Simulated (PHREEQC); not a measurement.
Consider water at 33 °C with 1.6 mmol/kgw NaH2PO4, 0.21 mmol/kgw Na2B4O7 and 0.038 mmol/kgw NaCl. Closed to the air; pH follows from the charge balance.

All values are PHREEQC results (ion-association model, phreeqc.dat), not measurements.

Precipitation was switched off in this run.

Task: Estimate the pH, ionic strength.

Result: pH 6.66; ionic strength 0.00247 mol/kgw.

Task: In which forms is P present?

Result: H2PO4- 74 %, HPO4-2 26 % of the P.
